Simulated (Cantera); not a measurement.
Silicon oxide and oxynitride deposition: HMDSO + N2O + H2

Input: 1 mol HMDSO, a varied amount of N2O, 8.3 mol H2, equilibrated at 850 K and 370 Pa.

Equilibrium computed with Cantera from the NASA thermochemical tables; the gas is ideal and each condensed phase is pure. Candidate condensed phases: C, C6H6, C7H8, C8H18, H2O, Si, SiC, SiO2, Si2N2O, Si3N4; 151 gas species. The feed counts by its element totals alone. Rates play no part.

From 3.6 mol N2O to 8.9 mol N2O the condensed part is C(graphite) + SiO2(β-quartz). From 11 mol N2O to 27 mol N2O the condensed part is SiO2(β-quartz).

| n(N2O) (mol) | x H2 | x N2 | x H2O | x CO | x CO2 | x CH4 | n C(graphite) | n SiO2(β-quartz) |
|---|---|---|---|---|---|---|---|---|
| 3.6 | 0.803 | 0.168 | 0.000572 | 0.0273 | 5.93e-5 | 0.00148 | 5.38 | 2.00 |
| 4.5 | 0.741 | 0.194 | 0.00121 | 0.0627 | 0.000314 | 0.00126 | 4.51 | 2.00 |
| 5.7 | 0.672 | 0.223 | 0.00179 | 0.102 | 0.000829 | 0.00104 | 3.34 | 2.00 |
| 7.1 | 0.606 | 0.250 | 0.00220 | 0.139 | 0.00155 | 0.000845 | 1.98 | 2.00 |
| 8.9 | 0.538 | 0.279 | 0.00249 | 0.177 | 0.00251 | 0.000667 | 0.238 | 2.00 |
| 11 | 0.474 | 0.321 | 0.0300 | 0.147 | 0.0283 | 3.13e-5 | 0 | 2.00 |
| 14 | 0.389 | 0.375 | 0.0746 | 0.101 | 0.0594 | 4.81e-6 | 0 | 2.00 |
| 17 | 0.311 | 0.422 | 0.118 | 0.0688 | 0.0801 | 1.05e-6 | 0 | 2.00 |
| 22 | 0.194 | 0.486 | 0.188 | 0.0334 | 0.0990 | 7.80e-8 | 0 | 2.00 |
| 27 | 0.0925 | 0.537 | 0.251 | 0.0128 | 0.106 | 2.43e-9 | 0 | 2.00 |
x: gas mole fraction; n: condensed amount in mol.
